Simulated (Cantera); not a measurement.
Cantera run:

```python
import numpy as np
import cantera as ct

gas_names = """
    Br Br2 H HBr H2 Si SiBr SiBr2 SiBr3 SiBr4 SiH SiHBr3 SiH2 SiH2Br2 SiH3 SiH3Br SiH4 Si2 Si3
""".split()
cond_names = """
    Br2(cr) Br2(L) Si(cr) Si(L)
""".split()


def load(file, names, dense=False):
    # The tables refer to 1 bar. Condensed volumes are neglected.
    table = {s.name: s for s in ct.Species.list_from_file(file)}
    out = []
    for n in names:
        d = dict(table[n].input_data)
        d["thermo"] = dict(d["thermo"], **{"reference-pressure": 1e5})
        if dense:
            d["equation-of-state"] = {"model": "constant-volume", "density": "1e6 g/cm^3"}
        out.append(ct.Species.from_dict(d))
    return out


gas = ct.Solution(thermo="ideal-gas", species=load("nasa_gas.yaml", gas_names))
cond = {s.name: ct.Solution(thermo="fixed-stoichiometry", species=[s], name=s.name)
        for s in load("nasa_condensed.yaml", cond_names, dense=True)}
atoms = {
    'Si': {'Si': 1},
    'HBr': {'H': 1, 'Br': 1},
    'H2': {'H': 2},
}
top_T = {}  # K; cautious upper limits of use, not melting points


def equilibrate(T, P, feed):
    n = {}
    for name, mol in feed.items():
        for a, k in atoms[name].items():
            n[a] = n.get(a, 0.0) + k * mol
    gas.TPX = T, P, n
    mass = sum(n.values()) * gas.mean_molecular_weight
    gas.equilibrate("TP")
    valid = [c for c in cond.values() if c.min_temp <= T <= top_T.get(c.name, c.max_temp)]
    mix = ct.Mixture([(gas, mass / gas.mean_molecular_weight)] + [(c, 0.0) for c in valid])
    mix.T, mix.P = T, P
    mix.equilibrate("TP", solver="vcs", rtol=1e-11, max_steps=5000)
    return mix


results = []
feed = {'Si': 1, 'HBr': 16, 'H2': 0.27}  # mol
T = 1700  # K
P = 1000  # Pa
mix = equilibrate(T, P, feed)
results.append((T, P, feed, dict(zip(mix.species_names, mix.species_moles))))
x = sorted(zip(gas.X, gas.species_names), reverse=True)
print(f"T = {T:g} K  P = {P:g} Pa  gas = {mix.phase_moles(0):.4g} mol")
print("   x: " + "  ".join(f"{s} {v:.3e}" for v, s in x if v > 0.001))
print("   condensed (mol): " + ("  ".join(f"{mix.phase(i).name} {mix.phase_moles(i):.4g}"
      for i in range(1, mix.n_phases) if mix.phase_moles(i) > 1e-12) or "none"))
```

It prints:

```
T = 1700 K  P = 1000 Pa  gas = 17.41 mol
   x: HBr 6.658e-01  H2 1.417e-01  Br 1.342e-01  SiBr2 5.467e-02  SiBr3 1.966e-03
   condensed (mol): none
```

Cantera equilibrium calculation (NASA polynomials, part measured and part estimated; ideal gas, pure solids and liquids). The tables' values for SiBr3, SiBr are old estimates; treat these amounts as uncertain.
